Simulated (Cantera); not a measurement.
Cantera run:

```python
import numpy as np
import cantera as ct

gas_names = """
    Cu CuO Cu2 H HO2 H2 H2O H2O2 O OH O2 O3
""".split()
cond_names = """
    Cu(cr) Cu(L) CuO(s) CuO2H2(s) Cu2O(s) Cu2O(L) H2O(s) H2O(L)
""".split()


# ... load() reads the species with a 1 bar reference pressure and builds the phases ...
atoms = {
    'Cu2O': {'Cu': 2, 'O': 1},
    'H2': {'H': 2},
    'H2O': {'H': 2, 'O': 1},
}
top_T = {'CuO(s)': 1390}  # K; cautious upper limits of use, not melting points


# ... equilibrate(T, P, feed) seeds the gas with the atoms and calls Mixture.equilibrate('TP', solver="vcs", rtol=1e-11, max_steps=5000) ...
results = []
feed = {'Cu2O': 1, 'H2': 1000, 'H2O': 6.7}  # mol
P = 19  # Pa
for T in [975, 1075, 1175, 1275, 1375, 1475, 1575, 1675, 1775, 1875, 1975, 2075, 2175]:
    mix = equilibrate(T, P, feed)
    results.append((T, P, feed, dict(zip(mix.species_names, mix.species_moles))))
    x = sorted(zip(gas.X, gas.species_names), reverse=True)
    print(f"T = {T:g} K  P = {P:g} Pa  gas = {mix.phase_moles(0):.4g} mol")
    print("   x: " + "  ".join(f"{s} {v:.3e}" for v, s in x if v > 1e-06))
    print("   condensed (mol): " + ("  ".join(f"{mix.phase(i).name} {mix.phase_moles(i):.4g}"
          for i in range(1, mix.n_phases) if mix.phase_moles(i) > 1e-12) or "none"))
```

Result:

```
T = 975 K  P = 19 Pa  gas = 1007 mol
   x: H2 9.924e-01  H2O 7.649e-03
   condensed (mol): Cu(cr) 2
T = 1075 K  P = 19 Pa  gas = 1007 mol
   x: H2 9.923e-01  H2O 7.649e-03  Cu 1.344e-06  H 1.061e-06
   condensed (mol): Cu(cr) 1.999
T = 1175 K  P = 19 Pa  gas = 1007 mol
   x: H2 9.923e-01  H2O 7.648e-03  Cu 3.185e-05  H 8.859e-06
   condensed (mol): Cu(cr) 1.968
T = 1275 K  P = 19 Pa  gas = 1007 mol
   x: H2 9.918e-01  H2O 7.645e-03  Cu 4.557e-04  H 5.326e-05
   condensed (mol): Cu(cr) 1.541
T = 1375 K  P = 19 Pa  gas = 1009 mol
   x: H2 9.901e-01  H2O 7.633e-03  Cu 1.982e-03  H 2.474e-04
   condensed (mol): none
T = 1475 K  P = 19 Pa  gas = 1009 mol
   x: H2 9.895e-01  H2O 7.630e-03  Cu 1.982e-03  H 9.359e-04
   condensed (mol): none
T = 1575 K  P = 19 Pa  gas = 1010 mol
   x: H2 9.874e-01  H2O 7.621e-03  H 2.996e-03  Cu 1.980e-03
   condensed (mol): none
T = 1675 K  P = 19 Pa  gas = 1013 mol
   x: H2 9.821e-01  H 8.348e-03  H2O 7.599e-03  Cu 1.974e-03  OH 3.124e-06
   condensed (mol): none
T = 1775 K  P = 19 Pa  gas = 1019 mol
   x: H2 9.698e-01  H 2.068e-02  H2O 7.544e-03  Cu 1.962e-03  OH 1.002e-05
   condensed (mol): none
T = 1875 K  P = 19 Pa  gas = 1033 mol
   x: H2 9.444e-01  H 4.621e-02  H2O 7.428e-03  Cu 1.937e-03  OH 2.834e-05  O 1.049e-06
   condensed (mol): none
T = 1975 K  P = 19 Pa  gas = 1058 mol
   x: H2 8.968e-01  H 9.401e-02  H2O 7.197e-03  Cu 1.889e-03  OH 7.189e-05  O 5.545e-06
   condensed (mol): none
T = 2075 K  P = 19 Pa  gas = 1105 mol
   x: H2 8.166e-01  H 1.746e-01  H2O 6.775e-03  Cu 1.809e-03  OH 1.654e-04  O 2.536e-05
   condensed (mol): none
T = 2175 K  P = 19 Pa  gas = 1184 mol
   x: H2 6.963e-01  H 2.955e-01  H2O 6.055e-03  Cu 1.689e-03  OH 3.452e-04  O 1.027e-04
   condensed (mol): none
```

Method: chemical equilibrium by Gibbs-energy minimisation in Cantera with the NASA 1993 tables (ideal gas, pure condensed phases).
